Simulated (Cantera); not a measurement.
**Silicon nitride deposition: trisilylamine + N2**

Charge: 1 mol trisilylamine, 52 mol N2, held at 802 °C and 1.73 Torr.

Cantera equilibrium calculation (NASA polynomials, part measured and part estimated; ideal gas, pure solids and liquids). Candidate condensed phases: Si, Si3N4; 18 gas species. The feed counts by its element totals alone. The numbers say what is thermodynamically allowed, not how fast it happens.

The x(N2) comes out as 0.918. The x(H2) is 0.0818 and the n(Si3N4(s)) is 1.00 mol. The gas amount is 55.00 mol. The log10 activity of Si(s) (absent) is -4.50.
